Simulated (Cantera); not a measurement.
An adiabatic, constant-pressure homogeneous reactor starts with CH3OH : O2 : N2 : H2O = 1 : 1.25 : 4.7 : 0.36 (molar parts), equivalence ratio 1.2, at 1800 K and 9.87 atm. Integrator tolerance rtol = 1e-08.

Computed with Cantera and GRI-Mech 3.0 (53 species, 325 reactions). GRI-Mech 3.0 was tuned for natural gas; its chemistry of methanol as a main component is partial and can be far from experiment.

| quantity | before | after |
|---|---|---|
| time of steepest temperature rise | 2.55 µs | 26.9 µs |
| temperature at 0.200 s | 2969 K | 2834 K |
| equilibrium temperature | 2969 K | 2834 K |
| x(CH3OH) at 0.200 s | <1e-12 (gas-phase equilibrium <1e-12) | <1e-12 (gas-phase equilibrium <1e-12) |
| x(O2) at 0.200 s | 0.00855 (gas-phase equilibrium 0.00855) | 0.00504 (gas-phase equilibrium 0.00504) |
| x(H2O) at 0.200 s | 0.237 (gas-phase equilibrium 0.237) | 0.251 (gas-phase equilibrium 0.251) |
| x(H2) at 0.200 s | 0.0330 (gas-phase equilibrium 0.0330) | 0.0279 (gas-phase equilibrium 0.0279) |
| x(C2H4) at 0.200 s | <1e-12 (gas-phase equilibrium <1e-12) | <1e-12 (gas-phase equilibrium <1e-12) |

Problem. What was changed between the two runs?
A) initial temperature 1800 to 973 K
B) CH3OH 1 to 1.7 parts
C) constant volume in place of constant pressure
D) initial temperature 1800 to 1498 K

Solution. D, initial temperature 1800 to 1498 K
